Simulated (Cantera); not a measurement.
Feed: 1 mol V, 0.24 mol NH3, 78 mol H2, equilibrated at 1.00 bar.

Cantera equilibrium calculation (NASA polynomials, part measured and part estimated; ideal gas, pure solids and liquids). Candidate condensed phases: V, VN; 11 gas species. Mutual solubility and eutectic melting of coexisting phases are not modelled. VN: taken at fixed stoichiometry. Condensed phases not in the tables: V2N, N, O or C dissolved in the metal. Kinetics and transport are ignored.

Question: What share of the V ends up in condensed phases as a function of T (K), at 1825, 1900, 1975, 2050, 2125, 2200, 2275, 2350, 2425, 2500, 2575, 2650, 2725, 2800?

Answer: 
```json
[
 {"T (K)": "1825", "V condensed (%)": "100.0", "as": "V(s) + VN(s)"},
 {"T (K)": "1900", "V condensed (%)": "100.0", "as": "V(s) + VN(s)"},
 {"T (K)": "1975", "V condensed (%)": "100.0", "as": "V(s) + VN(s)"},
 {"T (K)": "2050", "V condensed (%)": "100.0", "as": "V(s)"},
 {"T (K)": "2125", "V condensed (%)": "99.9", "as": "V(s)"},
 {"T (K)": "2200", "V condensed (%)": "99.7", "as": "V(l)"},
 {"T (K)": "2275", "V condensed (%)": "99.3", "as": "V(l)"},
 {"T (K)": "2350", "V condensed (%)": "98.5", "as": "V(l)"},
 {"T (K)": "2425", "V condensed (%)": "96.9", "as": "V(l)"},
 {"T (K)": "2500", "V condensed (%)": "93.7", "as": "V(l)"},
 {"T (K)": "2575", "V condensed (%)": "87.7", "as": "V(l)"},
 {"T (K)": "2650", "V condensed (%)": "77.1", "as": "V(l)"},
 {"T (K)": "2725", "V condensed (%)": "58.5", "as": "V(l)"},
 {"T (K)": "2800", "V condensed (%)": "27.2", "as": "V(l)"}
]
```
